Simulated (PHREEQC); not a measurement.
Brine: speciation

Solution (25 °C): 0.95 mol Na2CO3 and 0.0012 mol H4SiO4 per kg of water. Closed to the air; pH follows from the charge balance.

The numbers come from PHREEQC with the Pitzer model, pitzer.dat.

Precipitation was switched off in this run.

Question: What pH, density, osmotic coefficient does the model give?

Answer: pH 11.64; density 1.092 g/cm³; osmotic coefficient 0.683.

Question: In which forms is Si present?

Answer: H3SiO4- 68 %, H2SiO4-2 32 % of the Si.

Species that the database lacks are ignored. In brines, pH and single-ion activities rest on the MacInnes convention.
